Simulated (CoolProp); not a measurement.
Computed with CoolProp (reference Helmholtz-energy equation of state, Aleksandrov 2011). It is a short technical equation, of lower accuracy than the large ones.

### Question
Give the vapour pressure (MPa), liquid density (kg/m³), vapour density (kg/m³), enthalpy of vaporisation (kJ/kg) of saturated n-undecane at 412.2 K.

### Answer
```json
[
 {"T (K)": "412.2", "p (MPa)": "0.0198", "liquid density (kg/m³)": "648", "vapour density (kg/m³)": "0.923", "enthalpy of vaporisation (kJ/kg)": "298"}
]
```
